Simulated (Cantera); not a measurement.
A freely propagating, adiabatic, planar premixed flame of 5.76 % CH4, 0.231 % CO, 17.3 % O2, 76.7 % N2, equivalence ratio 0.67, unburnt at 525 K and 750 Torr; mixture-averaged transport, grid criteria slope 0.08 and curve 0.16, no radiation.

Computed with Cantera and GRI-Mech 3.0 (53 species, 325 reactions). Burning velocities carry a grid error of a few per cent, more on coarse grids.

Task: Predict: laminar burning velocity; thermal thickness; peak x(HO2).

Result: 
| Property | Result |
|---|---|
| laminar burning velocity | 40.8 cm/s |
| thermal thickness | 0.625 mm |
| peak x(HO2) | 0.000141 |
